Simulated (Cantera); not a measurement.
Feed: 1 mol SiH2Cl2, 17 mol H2, at 0.00480 bar.

Equilibrium computed with Cantera from the NASA thermochemical tables; the gas is ideal and each condensed phase is pure. Candidate condensed phases: Si; 19 gas species. Gases not in the tables: Si2H6 and higher silanes. Equilibrium is a limit: real reactors are often held back by kinetics, nucleation or transport.

Question: What share of the Si ends up in condensed phases as a function of T (°C), at 1000, 1150, 1300, 1450, 1600, 1750, 1900, 2050, 2200, 2350?

Answer: 
```json
[
 {"T (°C)": "1000", "Si condensed (%)": "69.5", "as": "Si(s)"},
 {"T (°C)": "1150", "Si condensed (%)": "67.7", "as": "Si(s)"},
 {"T (°C)": "1300", "Si condensed (%)": "65.9", "as": "Si(s)"},
 {"T (°C)": "1450", "Si condensed (%)": "65.0", "as": "Si(l)"},
 {"T (°C)": "1600", "Si condensed (%)": "64.6", "as": "Si(l)"},
 {"T (°C)": "1750", "Si condensed (%)": "44.9", "as": "Si(l)"},
 {"T (°C)": "1900", "Si condensed (%)": "0.0", "as": "-"},
 {"T (°C)": "2050", "Si condensed (%)": "0.0", "as": "-"},
 {"T (°C)": "2200", "Si condensed (%)": "0.0", "as": "-"},
 {"T (°C)": "2350", "Si condensed (%)": "0.0", "as": "-"}
]
```
